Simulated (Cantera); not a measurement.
A perfectly stirred reactor is fed with NH3 : H2 = 1 : 0.89 (molar parts), at 0.0750 atm; it is held at 2325 K, and followed from long to short residence time.

Computed with Cantera and the gas-phase N/H chemistry of the illustrative SiF4/NH3 mechanism in the Surface Chemkin manual (1991). Walls and surfaces, which speed up NH3 decomposition in real reactors, are not modelled.

One state of this run: x NH3 = 0.000156; x H2 = 0.798; x H = 0.0313; x N2H2 = 4.37e-9; x N2 = 0.170. x: mole fraction; the columns are a selection and need not sum to one.

Which value of τ (s) does it belong to?
(A) 0.00012
(B) 6.0
(C) 1.5
(D) 0.10

B, 6.0
